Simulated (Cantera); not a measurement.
An adiabatic, constant-volume homogeneous reactor starts with H2 : O2 : N2 = 1 : 0.208 : 0.783 (molar parts), equivalence ratio 2.4, at 1475 K and 100000 Pa.

Computed with Cantera and GRI-Mech 3.0 (53 species, 325 reactions).

One state of this run: T (K) = 1960; P (bar) = 1.30; x H2 = 0.239; x O2 = 0.00178; x H = 0.148; x NO = 3.69e-6; x N2O = 6.65e-9. x: mole fraction; the columns are a selection and need not sum to one.

**Question.** Which value of t (s) does it belong to?
A. 0.00788
B. 0.700
C. 1.99e-5
D. 0.157

**Answer.** C, 1.99e-5
